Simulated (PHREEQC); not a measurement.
## Alkaline etch or developer: an equilibrium model

Make-up at 65 °C: 0.0059 mol NaOH, 0.081 mol NaAlO2 and 0.26 mol K2CO3 per kg of water. Closed to the air; pH follows from the charge balance.

The numbers come from PHREEQC with the ion-association model, phreeqc.dat.

This is a speciation only: nothing precipitates in the calculation.

Estimate the pH, density.

pH 10.86; density 1.020 g/cm³.

In which forms is Na present?

NaCO3- 78 %, Na+ 22 % of the Na.

Saturation is exceeded, for instance for Gibbsite (slow to form); the values hold only as long as no solid forms. The ionic strength is past about 0.7 mol/kgw, beyond the range of this activity model, so the values are rough. Complexes and solids missing from the database can't appear. Away from 25 °C the constants follow the database's enthalpies or fits; those with neither stay at their 25 °C values.
